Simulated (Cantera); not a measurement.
A closed system holds: 1 mol C, 5.2 mol H₂, 0.78 mol O₂, held at 1325 K and 10.0 bar.

Equilibrium computed with Cantera from the NASA thermochemical tables; the gas is ideal and each condensed phase is pure. Candidate condensed phases: C, C₆H₆, C₇H₈, C₈H₁₈, H₂O; 110 gas species. The numbers say what is thermodynamically allowed, not how fast it happens.

Base state: H₂ 0.752, CO 0.150, H₂O 0.0854, CO₂ 0.00913, CH₄ 0.00360 (mole fractions); condensed: gas only.

Question: What changes in the equilibrium state with this change: H₂ from 5.2 to 7.4 mol?

Answer: 
| species | before | after |
|---|---|---|
| H₂ | 0.752 | 0.813 |
| CO | 0.150 | 0.111 |
| H₂O | 0.0854 | 0.0667 |
| CO₂ | 0.00913 | 0.00488 |
| CH₄ | 0.00360 | 0.00432 |
